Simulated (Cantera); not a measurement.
Mixture: 7.18 % CO, 2.44 % H2, 5.46 % CH4, 15.7 % O2, 69.2 % N2, equivalence ratio 1.0, at 13.0 bar, adiabatic and at constant pressure. Ignition delay is the time to a rise of 400 K.

Computed with Cantera and GRI-Mech 3.0 (53 species, 325 reactions). The pressure lies above the range GRI-Mech 3.0 was tuned for (to about 10 atm).

Q: Predict: delay at 1225 K; delay at 1375 K; delay at 1525 K; delay at 1675 K; delay at 1825 K; apparent activation energy between 1675 and 1825 K.

A: 
```json
{
  "delay at 1225 K": "0.287 ms",
  "delay at 1375 K": "90.0 µs",
  "delay at 1525 K": "33.3 µs",
  "delay at 1675 K": "13.6 µs",
  "delay at 1825 K": "6.12 µs",
  "apparent activation energy between 1675 and 1825 K": "130 kJ/mol"
}
```
